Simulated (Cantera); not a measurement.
**Thermodynamics of silicon epitaxy and polysilicon growth, feed SiHCl3 + HCl + H2**

Input: 1 mol SiHCl3, 0.044 mol HCl, a varied amount of H2, equilibrated at 1250 K and 4.00 mbar.

Method: chemical equilibrium by Gibbs-energy minimisation in Cantera with the NASA 1993 tables (ideal gas, pure condensed phases). Candidate condensed phases: Si; 19 gas species. The tables' values for SiCl3 are old estimates; treat these amounts as uncertain. Rates play no part.

From 15 mol H2 to 950 mol H2 the condensed part is Si(s). The main Si-bearing gas is SiCl2 throughout. The share of Si in condensed phases is highest at 950 mol H2 (97.6 %) and lowest at 15 mol H2 (39.9 %).

| n(H2) (mol) | x H2 | x HCl | x SiCl2 | x SiCl3 | n Si(s) |
|---|---|---|---|---|---|
| 15 | 0.866 | 0.0989 | 0.0284 | 0.00333 | 0.399 |
| 29 | 0.918 | 0.0674 | 0.0125 | 0.000966 | 0.559 |
| 58 | 0.954 | 0.0409 | 0.00440 | 0.000203 | 0.716 |
| 120 | 0.976 | 0.0222 | 0.00128 | 3.16e-5 | 0.839 |
| 240 | 0.988 | 0.0118 | 0.000357 | 4.69e-6 | 0.912 |
| 470 | 0.994 | 0.00625 | 9.88e-5 | 6.83e-7 | 0.953 |
| 950 | 0.997 | 0.00315 | 2.50e-5 | 8.68e-8 | 0.976 |
x: gas mole fraction; n: condensed amount in mol.
